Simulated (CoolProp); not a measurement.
Cyclopentane at 298.15 K and 0.0298 MPa is compressed adiabatically to 0.172 MPa with isentropic efficiency 0.85. Each further row changes one setting.

Computed with CoolProp (reference Helmholtz-energy equation of state, Gedanitz 2015).

```csv
case,work (kJ/kg),final temperature (K),final density (kg/m³)
as stated,77.3,359.1,4.22
efficiency 1,65.7,351.4,4.33
efficiency 0.65,101,374.3,4.03
```
